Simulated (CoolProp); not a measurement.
Nitrogen at 293.15 K and 0.788 MPa is throttled through a valve to 0.213 MPa with no heat exchange. Each further row changes one setting.

The numbers come from the reference Helmholtz-energy equation of state, Span 2000 in CoolProp.

| case | temperature change (K) | final density (kg/m³) |
|---|---|---|
| as stated | -1.3 | 2.46 |
| outlet pressure 0.0639 MPa | -1.6 | 0.739 |
| outlet pressure 0.277 MPa | -1.1 | 3.20 |
